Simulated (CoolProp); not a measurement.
Vapour-liquid equilibrium of R143a (1) + R236FA (2) at 756 kPa; x and y are mole fractions of (1).

Values from CoolProp's multi-fluid Helmholtz-energy mixture model, Lemmon and Jacobsen 2000 and Pan 2012; pair parameters Bell 2016.

```csv
x,"bubble temperature, mixture model (°C)","bubble temperature, Raoult's law (°C)","y, mixture model","y, Raoult's law"
0.05,56.0,54.6,0.118,0.169
0.125,50.7,47.9,0.277,0.364
0.2,45.6,42.1,0.412,0.509
0.275,40.7,36.9,0.527,0.619
0.35,36.1,32.3,0.624,0.703
0.425,31.7,28.2,0.705,0.770
0.5,27.6,24.5,0.771,0.823
0.575,23.8,21.1,0.826,0.866
0.65,20.2,18.0,0.872,0.901
0.725,16.9,15.2,0.909,0.930
0.8,13.8,12.6,0.940,0.953
0.875,10.9,10.2,0.966,0.973
0.95,8.2,8.0,0.988,0.990
```

The largest gap from Raoult's law is +3.8 K in bubble temperature, at x = 0.35. No azeotrope shows between x = 0.05 and 0.95.

The pair parameters rest on a limited set of measurements; away from them the model extrapolates.
